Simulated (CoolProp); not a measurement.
R507A at 375.76 K and 2.39 MPa flows at 0.23 m/s in a round tube of 20 mm bore and 1.5 µm roughness, fully developed (64/Re and Nu = 3.66 if laminar; Colebrook and Gnielinski if turbulent). Each further row changes one setting.

Computed with CoolProp (reference Helmholtz-energy equation of state, Lemmon 2003). It is a pseudo-pure fit of the blend.

| case | Reynolds number | Darcy friction factor | pressure drop (Pa/m) | heat-transfer coefficient (W/(m² K)) | mass flow (kg/h) |
|---|---|---|---|---|---|
| as stated | 25400 | 0.0246 | 3.03 | 78.0 | 24.2 |
| velocity 0.46 m/s | 50800 | 0.0211 | 10.4 | 136 | 48.5 |
| diameter 40 mm | 50800 | 0.0210 | 1.29 | 67.5 | 96.9 |

Viscosity comes from a separate model (Geller 2000). Thermal conductivity comes from a separate model (Geller 2001).
